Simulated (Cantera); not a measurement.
An isothermal, constant-pressure homogeneous reactor starts with 0.626 % H₂, 99.4 % O₂, equivalence ratio 0.0032, at 1325 K and 20.0 Torr.

Computed with Cantera and the H2/O2 subset of GRI-Mech 3.0, which has no nitrogen chemistry. Radical loss at walls, strong at low pressure, is not modelled.

x: mole fraction; the columns are a selection and need not sum to one.

```json
[
 {"t (s)": "0.000600", "x H₂": "0.00626", "x O₂": "0.994", "x O": "1.92e-7", "x H₂O": "1.47e-7", "x H₂O₂": "4.20e-11"},
 {"t (s)": "0.00221", "x H₂": "0.00618", "x O₂": "0.994", "x O": "5.40e-5", "x H₂O": "5.73e-5", "x H₂O₂": "5.55e-10"},
 {"t (s)": "0.00811", "x H₂": "1.73e-5", "x O₂": "0.988", "x O": "0.00541", "x H₂O": "0.00583", "x H₂O₂": "1.64e-8"},
 {"t (s)": "0.0298", "x H₂": "1.36e-5", "x O₂": "0.989", "x O": "0.00460", "x H₂O": "0.00588", "x H₂O₂": "1.54e-8"},
 {"t (s)": "0.110", "x H₂": "?", "x O₂": "0.991", "x O": "?", "x H₂O": "0.00599", "x H₂O₂": "?"},
 {"t (s)": "0.403", "x H₂": "?", "x O₂": "0.993", "x O": "?", "x H₂O": "0.00613", "x H₂O₂": "?"},
 {"t (s)": "1.48", "x H₂": "3.83e-7", "x O₂": "0.994", "x O": "0.000124", "x H₂O": "0.00622", "x H₂O₂": "2.50e-9"},
 {"t (s)": "5.44", "x H₂": "4.78e-8", "x O₂": "0.994", "x O": "1.54e-5", "x H₂O": "0.00626", "x H₂O₂": "4.73e-10"},
 {"t (s)": "20.0", "x H₂": "8.53e-9", "x O₂": "0.994", "x O": "2.77e-6", "x H₂O": "0.00627", "x H₂O₂": "1.03e-10"}
]
```

Problem. Fill in the missing entries.

Solution. 
- 0.110, x H₂: 8.31e-6
- 0.110, x O: 0.00277
- 0.110, x H₂O₂: 1.32e-8
- 0.403, x H₂: 2.53e-6
- 0.403, x O: 0.000827
- 0.403, x H₂O₂: 7.95e-9
